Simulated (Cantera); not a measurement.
Transport properties of process gases

Gas mixture: 100 % O₂, at 10.00 Torr, frozen composition.

Cantera's kinetic-theory transport with the Lennard-Jones parameters of GRI-Mech 3.0, ideal gas; thermal conductivity in the multicomponent form.

```
T (K)  ρ (kg/m³)  cp (J/kg/K)  μ (µPa s)  λ (mW/m/K)     Pr  D (cm²/s) H₂  D (cm²/s) H  D (cm²/s) OH
-----  ---------  -----------  ---------  ----------  -----  ------------  -----------  ------------
400       0.0128        941.4       25.6        33.9  0.712           100          161          40.5
650      0.00789         1017       36.0        51.6  0.710           226          374          92.4
900      0.00570         1074       44.7        67.7  0.709           388          648           159
1150     0.00446         1109       52.5        82.1  0.709           583          977           240
1400     0.00366         1134       59.7        95.6  0.708           807         1360           332
1650     0.00311         1155       66.4         108  0.708          1060         1780           436
1900     0.00270         1174       72.7         121  0.707          1340         2250           551
2150     0.00239         1192       78.8         133  0.707          1640         2760           676
2400     0.00214         1209       84.6         145  0.707          1970         3320           811
```
D: mixture-averaged diffusion coefficient of that species in the mixture.
